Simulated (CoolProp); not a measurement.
Vapour-liquid equilibrium of propane (1) + neopentane (2) at -8.75 °C; x and y are mole fractions of (1).

The numbers come from the multi-fluid Helmholtz-energy mixture model, Lemmon 2009 and Lemmon 2006; pair parameters Bell 2016 in CoolProp.

```json
[
 {"x": "0.05", "bubble pressure, mixture model (MPa)": "0.05714", "bubble pressure, Raoult's law (MPa)": "0.06524", "y, mixture model": "0.169", "y, Raoult's law": "0.276"},
 {"x": "0.125", "bubble pressure, mixture model (MPa)": "0.06839", "bubble pressure, Raoult's law (MPa)": "0.08850", "y, mixture model": "0.357", "y, Raoult's law": "0.508"},
 {"x": "0.2", "bubble pressure, mixture model (MPa)": "0.08052", "bubble pressure, Raoult's law (MPa)": "0.1117", "y, mixture model": "0.500", "y, Raoult's law": "0.644"},
 {"x": "0.275", "bubble pressure, mixture model (MPa)": "0.09422", "bubble pressure, Raoult's law (MPa)": "0.1350", "y, mixture model": "0.615", "y, Raoult's law": "0.733"},
 {"x": "0.35", "bubble pressure, mixture model (MPa)": "0.1101", "bubble pressure, Raoult's law (MPa)": "0.1583", "y, mixture model": "0.709", "y, Raoult's law": "0.796"},
 {"x": "0.425", "bubble pressure, mixture model (MPa)": "0.1288", "bubble pressure, Raoult's law (MPa)": "0.1815", "y, mixture model": "0.786", "y, Raoult's law": "0.842"},
 {"x": "0.5", "bubble pressure, mixture model (MPa)": "0.1508", "bubble pressure, Raoult's law (MPa)": "0.2048", "y, mixture model": "0.847", "y, Raoult's law": "0.879"},
 {"x": "0.575", "bubble pressure, mixture model (MPa)": "0.1764", "bubble pressure, Raoult's law (MPa)": "0.2280", "y, mixture model": "0.896", "y, Raoult's law": "0.907"},
 {"x": "0.65", "bubble pressure, mixture model (MPa)": "0.2055", "bubble pressure, Raoult's law (MPa)": "0.2513", "y, mixture model": "0.932", "y, Raoult's law": "0.931"},
 {"x": "0.725", "bubble pressure, mixture model (MPa)": "0.2377", "bubble pressure, Raoult's law (MPa)": "0.2745", "y, mixture model": "0.958", "y, Raoult's law": "0.950"},
 {"x": "0.8", "bubble pressure, mixture model (MPa)": "0.2719", "bubble pressure, Raoult's law (MPa)": "0.2978", "y, mixture model": "0.977", "y, Raoult's law": "0.967"},
 {"x": "0.875", "bubble pressure, mixture model (MPa)": "0.3066", "bubble pressure, Raoult's law (MPa)": "0.3210", "y, mixture model": "0.989", "y, Raoult's law": "0.981"},
 {"x": "0.95", "bubble pressure, mixture model (MPa)": "0.3397", "bubble pressure, Raoult's law (MPa)": "0.3443", "y, mixture model": "0.997", "y, Raoult's law": "0.993"}
]
```

The largest gap from Raoult's law is -30.4 % in bubble pressure, at x = 0.35. No azeotrope shows between x = 0.05 and 0.95.

The pair parameters rest on a limited set of measurements; away from them the model extrapolates.
